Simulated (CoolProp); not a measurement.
Computed with CoolProp (reference Helmholtz-energy equation of state, Lemmon 2005). It is a short technical equation, of lower accuracy than the large ones.

### Question
Give the vapour pressure (MPa), liquid density (kg/m³), vapour Z, surface tension (mN/m) of saturated trans-2-butene at 311.5, 314.6 K.

### Answer
```tsv
T (K)	p (MPa)	liquid density (kg/m³)	vapour Z	surface tension (mN/m)
311.5	0.350	582	0.903	11.5
314.6	0.382	578	0.897	11.1
```

Surface tension comes from a separate correlation (Mulero 2014).
